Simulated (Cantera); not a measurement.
# Ignition delay

Mixture: H2 : O2 : N2 = 1 : 0.294 : 1.11 (molar parts), equivalence ratio 1.7, at 10.0 bar, adiabatic and at constant pressure. Ignition delay is the time to a rise of 400 K.

Detailed kinetics in Cantera: the H2/O2 subset of GRI-Mech 3.0, which has no nitrogen chemistry. The hydrogen kinetics of GRI-Mech 3.0 are dated; newer H2 mechanisms differ, most at raised pressure.

```tsv
T0 (K)	delay (ms)
1098	0.769
1148	0.240
1198	0.0632
1248	0.0140
1298	0.00570
1348	0.00351
```
